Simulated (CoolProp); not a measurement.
Cyclopentane along the isobar 0.542 MPa: Z from the reference equation and from simpler models built on Tc = 511.7 K, pc = 4.583 MPa, ω = 0.202; each cubic takes its own stable root.

Computed with CoolProp (reference Helmholtz-energy equation of state, Gedanitz 2015).

```tsv
T (K)	phase	reference
296.8	liquid	0.02075
317.9	liquid	0.01995
338.9	liquid	0.01930
360	liquid	0.01881
381.1	liquid	0.01846
402.2	gas	0.9016
423.3	gas	0.9178
444.4	gas	0.9305
465.5	gas	0.9407
486.6	gas	0.9490
507.7	gas	0.9559
528.8	gas	0.9616
549.9	gas	0.9664
```

### Question
How far does each simpler model (van der Waals, Redlich-Kwong, Soave-Redlich-Kwong, Peng-Robinson) lie from the reference over these 13 states: mean and median of the absolute difference, and the worst?

### Answer
- van der Waals: mean 1103.7 %, median 2.6 %, worst +4909.2 % at 381.1 K and 0.542 MPa
- Redlich-Kwong: mean 369.9 %, median 1.0 %, worst +4774.9 % at 381.1 K and 0.542 MPa
- Soave-Redlich-Kwong: mean 2.1 %, median 0.6 %, worst +5.8 % at 381.1 K and 0.542 MPa
- Peng-Robinson: mean 2.9 %, median 0.3 %, worst -7.6 % at 317.9 K and 0.542 MPa

At some of these states van der Waals, Redlich-Kwong gives the other phase, because its saturation line lies elsewhere.
